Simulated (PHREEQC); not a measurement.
H2SO4 is added in steps, without added water, to 1 kg of water holding 0.0056 mol ZnBr2 and 8.2e-05 mol NiCl2, at 25 °C. Oxygen is held at 0.21 atm. CO2 from the air is kept out. Only these solids could form: Zn(OH)2-a, Zn4(OH)6SO4, Zn5(OH)8Cl2, Ni(OH)2, Ni4(OH)6SO4, Goslarite, Morenosite.

Base run: PHREEQC, ion-association model, wateq4f.dat. Each further column changes one thing. The table gives SO4-2 (mol/kgw).

```
H2SO4 added (mol)     base  ZnBr2 from 0.0056 to 0.028 mol/kgw  diluted 10-fold with water  NiCl2 from 8.2e-05 to 0.00041 mol/kgw  no solid may form
-----------------  -------  ----------------------------------  --------------------------  -------------------------------------  -----------------
0                        0                                   0                           0                                      0                  0
0.002333           0.00141                             0.00106                     0.00174                                0.00140            0.00141
0.004667           0.00258                             0.00200                     0.00303                                0.00256            0.00258
0.007              0.00358                             0.00285                     0.00409                                0.00357            0.00358
0.009333           0.00447                             0.00363                     0.00500                                0.00446            0.00447
0.01167            0.00528                             0.00436                     0.00581                                0.00526            0.00528
0.014              0.00601                             0.00503                     0.00654                                0.00599            0.00601
0.01633            0.00668                             0.00567                     0.00721                                0.00667            0.00668
0.01867            0.00731                             0.00627                     0.00784                                0.00730            0.00731
0.021              0.00790                             0.00683                     0.00841                                0.00789            0.00790
0.02333            0.00845                             0.00737                     0.00896                                0.00844            0.00845
0.02567            0.00898                             0.00789                     0.00947                                0.00896            0.00898
0.028              0.00947                             0.00838                     0.00996                                0.00946            0.00947
```
